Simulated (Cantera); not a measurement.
Charge: 1 mol Zr, 1 mol H2O, at 2348 K and 7.50 Torr.

Method: chemical equilibrium by Gibbs-energy minimisation in Cantera with the NASA 1993 tables (ideal gas, pure condensed phases). Candidate condensed phases: H2O, Zr, ZrO2; 12 gas species. Mutual solubility and eutectic melting of coexisting phases are not modelled. Condensed phases not in the tables: N, O or C dissolved in the metal. Kinetics and transport are ignored.

Base state: H2 0.883, H 0.116, ZrO 0.00113, Zr 4.62e-5, H2O 1.31e-5 (mole fractions); condensed: Zr(l) + ZrO2(tetragonal).

Task: What changes in the equilibrium state with this change: H2O from 1 to 3.1 mol?

Result: 
```json
[
 {"species": "H2", "before": "0.883", "after": "0.571"},
 {"species": "H2O", "before": "1.31e-5", "after": "0.326"},
 {"species": "H", "before": "0.116", "after": "0.0933"},
 {"species": "ZrO", "before": "0.00113", "after": "2.93e-8"},
 {"species": "O2", "before": "<1e-9", "after": "0.000240"},
 {"species": "Zr", "before": "4.62e-5", "after": "<1e-9"},
 {"species": "O", "before": "2.62e-8", "after": "0.00101"},
 {"species": "OH", "before": "2.95e-7", "after": "0.00915"},
 {"species": "Zr(l), mol", "before": "0.499", "after": "0"},
 {"species": "ZrO2(tetragonal), mol", "before": "0.499", "after": "1.000"}
]
```

Task: What changes in the equilibrium state with this change: H2O from 1 to 2.5 mol?

Result: 
```
species                 before    after
---------------------  -------  -------
H2                       0.883    0.707
H2O                    1.31e-5    0.184
H                        0.116    0.104
ZrO                    0.00113  6.43e-8
O2                       <1e-9  4.98e-5
Zr                     4.62e-5    <1e-9
Zr(l), mol               0.499        0
ZrO2(tetragonal), mol    0.499    1.000
```

Task: What changes in the equilibrium state with this change: H2O from 1 to 3.6 mol?

Result: 
```csv
species,before,after
H2,0.883,0.492
H2O,1.31e-5,0.407
H,0.116,0.0866
OH,2.95e-7,0.0123
ZrO,0.00113,2.02e-8
O2,<1e-9,0.000503
O,2.62e-8,0.00146
Zr,4.62e-5,<1e-9
"Zr(l), mol",0.499,0
"ZrO2(tetragonal), mol",0.499,1.000
```
